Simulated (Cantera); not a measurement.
Input: 1 mol MgO, 0.93 mol CH₄, 1.6 mol CO, equilibrated at 53.0 mbar.

Equilibrium computed with Cantera from the NASA thermochemical tables; the gas is ideal and each condensed phase is pure. Candidate condensed phases: C, C₆H₆, C₇H₈, C₈H₁₈, H₂O, Mg, MgCO₃, MgO, Mg(OH)₂; 116 gas species. The tables' values for MgH are old estimates; treat these amounts as uncertain. Equilibrium is a limit: real reactors are often held back by kinetics, nucleation or transport.

x: gas mole fraction; n: condensed amount in mol.

| T (K) | x H₂ | x CO | x Mg | x H | x MgH | x CH₄ | x H₂O | n C(graphite) | n MgO(s) |
|---|---|---|---|---|---|---|---|---|---|
| 1300 | 0.537 | 0.462 | 2.11e-7 | 3.52e-6 | 2.87e-10 | 0.000120 | 0.000120 | 0.930 | 1.000 |
| 1350 | 0.537 | 0.462 | ___ | ___ | 2.60e-9 | ___ | ___ | 0.930 | 1.000 |
| 1400 | 0.537 | 0.462 | 1.29e-5 | 1.55e-5 | 2.00e-8 | 6.61e-5 | 4.91e-5 | 0.930 | 1.000 |
| 1450 | 0.537 | 0.462 | 8.11e-5 | 3.01e-5 | 1.34e-7 | 5.05e-5 | 3.29e-5 | 0.930 | 1.000 |
| 1500 | 0.537 | 0.462 | 0.000450 | 5.60e-5 | 7.85e-7 | 3.93e-5 | 2.26e-5 | 0.928 | 0.998 |
| 1550 | 0.535 | 0.463 | 0.00223 | 0.000100 | 4.09e-6 | 3.08e-5 | 1.59e-5 | 0.922 | 0.992 |
| 1600 | 0.527 | 0.463 | 0.00995 | 0.000171 | 1.90e-5 | 2.40e-5 | 1.13e-5 | 0.895 | 0.965 |
| 1650 | 0.494 | 0.465 | ___ | ___ | 7.81e-5 | ___ | ___ | ___ | ___ |
| 1700 | 0.378 | 0.474 | 0.148 | 0.000393 | 0.000262 | 8.27e-6 | 4.57e-6 | 0.199 | 0.269 |
| 1750 | 0.349 | 0.475 | 0.174 | 0.000597 | 0.000309 | 2.01e-6 | 9.48e-6 | 0 | 0.0700 |
| 1800 | 0.349 | 0.475 | 0.174 | 0.000919 | 0.000322 | 5.26e-7 | 2.37e-5 | 0 | 0.0698 |

### Question
What belongs in the gaps?

### Answer

- 1650, x Mg: 0.0403
- 1650, x H: 0.000277
- 1650, x CH₄: 1.72e-5
- 1650, x H₂O: 7.84e-6
- 1650, n C(graphite): 0.778
- 1650, n MgO(s): 0.848
- 1350, x Mg: 1.78e-6
- 1350, x H: 7.59e-6
- 1350, x CH₄: 8.82e-5
- 1350, x H₂O: 7.55e-5
